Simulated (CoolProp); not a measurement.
Vapour-liquid equilibrium of benzene (1) + n-octane (2) at 484.1 K; x and y are mole fractions of (1).

Values from CoolProp's multi-fluid Helmholtz-energy mixture model, Thol 2012 and Beckmüller 2019; pair parameters Bell 2016.

```
x     bubble pressure, mixture model (MPa)  bubble pressure, Raoult's law (MPa)  y, mixture model  y, Raoult's law
----  ------------------------------------  -----------------------------------  ----------------  ---------------
0.05                                0.7256                               0.7257             0.101            0.118
0.15                                0.8324                               0.8291             0.274            0.309
0.25                                0.9412                               0.9325             0.414            0.458
0.35                                 1.050                                1.036             0.528            0.577
0.45                                 1.157                                1.139             0.624            0.675
0.55                                 1.261                                1.243             0.706            0.756
0.65                                 1.363                                1.346             0.779            0.825
0.75                                 1.463                                1.450             0.846            0.884
0.85                                 1.562                                1.553             0.909            0.935
0.95                                 1.659                                1.656             0.970            0.980
```

The largest gap from Raoult's law is +1.6 % in bubble pressure, at x = 0.45. No azeotrope shows between x = 0.05 and 0.95.

Pair parameters are fitted to limited data, so mixtures are less certain than the pure fluids.
